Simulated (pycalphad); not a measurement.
**Effect of Mn content in Ti-Si-Mn**

CALPHAD calculation (pycalphad, COST 507 light-alloy database (1999)), 1 atm. These are 1990s assessments: newer ones move some temperatures and phases. The system is extrapolated from its subsystems; higher-order compounds may be missing. Amounts are mole fractions of atoms.

```
alloy                       liquidus (K)  first solid  solidus (K)                            phases at 1040 K
--------------------------  ------------  -----------  -----------  ------------------------------------------
Ti-2.477Si-0.2218Mn (wt.%)          1866       BCC_A2         1632                     HCP_A3 0.85, SITI3 0.15
Ti-2.476Si-0.3385Mn (wt.%)          1864       BCC_A2         1630  HCP_A3 0.85, SITI3 0.15, BCC_A2 under 0.01
Ti-2.476Si-0.4435Mn (wt.%)          1863       BCC_A2         1629        HCP_A3 0.83, SITI3 0.15, BCC_A2 0.02
Ti-2.475Si-0.8865Mn (wt.%)          1858       BCC_A2         1625        HCP_A3 0.75, SITI3 0.15, BCC_A2 0.11
Ti-2.473Si-1.329Mn (wt.%)           1853       BCC_A2         1621        HCP_A3 0.67, BCC_A2 0.19, SITI3 0.15
Ti-2.472Si-1.771Mn (wt.%)           1847       BCC_A2         1616        HCP_A3 0.58, BCC_A2 0.27, SITI3 0.15
```

Database names, with the compositions (at.%) that they take in these runs: SITI3: Ti 75 Si 25. BCC_A2 is bcc; HCP_A3 is hcp.
